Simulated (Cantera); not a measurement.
Feed: 1 mol AlCl3, 36 mol N2, at 1150 °C and 3.30 mbar.

These are equilibrium values from Cantera (NASA tables, ideal gas, pure condensed phases), not measurements of a reactor. Candidate condensed phases: Al, AlCl3, AlN; 11 gas species. The tables' values for AlCl2 are old estimates; treat these amounts as uncertain. The numbers say what is thermodynamically allowed, not how fast it happens.

Base state: N2 0.973, AlCl3 0.0268, Cl 0.000213, AlCl2 0.000186, AlCl 1.36e-5 (mole fractions); condensed: gas only.

### Question
What changes in the equilibrium state with this change: AlCl3 replaced by Al(CH3)3?

### Answer
```tsv
species	before	after
N2	0.973	0.887
H2	0	0.112
HCN	0	0.000188
AlCl3	0.0268	0
Cl	0.000213	0
AlCl2	0.000186	0
H	0	3.88e-5
AlN(s), mol	0	1.000
C(graphite), mol	0	2.99
```
The feed counts by its element totals alone. Further candidate phases: C, C6H6, C7H8, C8H18.
